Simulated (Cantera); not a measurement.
Hydrocarbon pyrolysis for carbon deposition

An isothermal, constant-pressure homogeneous reactor starts with 2.50 % C3H8, 97.5 % H2, at 1223 K and 1.00 bar.

Detailed kinetics in Cantera: GRI-Mech 3.0 (53 species, 325 reactions). GRI-Mech 3.0 was tuned for natural gas; its chemistry of propane as a main component is partial and can be far from experiment. GRI-Mech 3.0 stops at C3 and has no aromatics, soot or wall deposition, so with more carbon than oxygen in the feed, carbon stays in small species such as C2H2 where larger ones or solid carbon would form.

```json
[
 {"t (s)": "1.00e-5", "x C3H8": "0.0250", "x H2": "0.975", "x CH2": "1.46e-12", "x C2H6": "7.77e-7", "x C2H2": "5.05e-12", "x CH3": "3.15e-6"},
 {"t (s)": "3.35e-5", "x C3H8": "0.0249", "x H2": "0.975", "x CH2": "3.02e-11", "x C2H6": "3.60e-6", "x C2H2": "7.77e-10", "x CH3": "1.20e-5"},
 {"t (s)": "0.000112", "x C3H8": "0.0241", "x H2": "0.974", "x CH2": "2.58e-10", "x C2H6": "1.57e-5", "x C2H2": "8.44e-8", "x CH3": "3.32e-5"},
 {"t (s)": "0.000376", "x C3H8": "0.0200", "x H2": "0.970", "x CH2": "4.14e-10", "x C2H6": "8.37e-5", "x C2H2": "3.33e-6", "x CH3": "3.99e-5"},
 {"t (s)": "0.00126", "x C3H8": "0.0103", "x H2": "0.961", "x CH2": "2.05e-10", "x C2H6": "0.000378", "x C2H2": "4.23e-5", "x CH3": "2.36e-5"},
 {"t (s)": "0.00422", "x C3H8": "0.00187", "x H2": "0.953", "x CH2": "3.09e-11", "x C2H6": "0.00115", "x C2H2": "0.000223", "x CH3": "6.48e-6"},
 {"t (s)": "0.0141", "x C3H8": "0.000103", "x H2": "0.950", "x CH2": "5.60e-12", "x C2H6": "0.00185", "x C2H2": "0.000539", "x CH3": "2.34e-6"},
 {"t (s)": "0.0474", "x C3H8": "1.65e-6", "x H2": "0.949", "x CH2": "4.89e-12", "x C2H6": "0.00203", "x C2H2": "0.00111", "x CH3": "2.23e-6"},
 {"t (s)": "0.159", "x C3H8": "1.44e-6", "x H2": "0.947", "x CH2": "4.71e-12", "x C2H6": "0.00173", "x C2H2": "0.00185", "x CH3": "2.37e-6"},
 {"t (s)": "0.532", "x C3H8": "1.14e-6", "x H2": "0.941", "x CH2": "4.07e-12", "x C2H6": "0.00126", "x C2H2": "0.00170", "x CH3": "2.53e-6"},
 {"t (s)": "1.78", "x C3H8": "5.86e-7", "x H2": "0.934", "x CH2": "2.55e-12", "x C2H6": "0.000678", "x C2H2": "0.000917", "x CH3": "2.31e-6"},
 {"t (s)": "5.97", "x C3H8": "1.35e-7", "x H2": "0.928", "x CH2": "<1e-12", "x C2H6": "0.000218", "x C2H2": "0.000300", "x CH3": "1.52e-6"},
 {"t (s)": "20.0", "x C3H8": "9.02e-9", "x H2": "0.925", "x CH2": "<1e-12", "x C2H6": "2.73e-5", "x C2H2": "4.02e-5", "x CH3": "6.66e-7"}
]
```
x: mole fraction; the columns are a selection and need not sum to one.

Equilibrium at this temperature and pressure: C3H8 1.17e-9, H2 0.925, CH2 <1e-12, C2H6 5.37e-6, C2H2 6.41e-6, CH3 4.53e-7 (gas phase only).
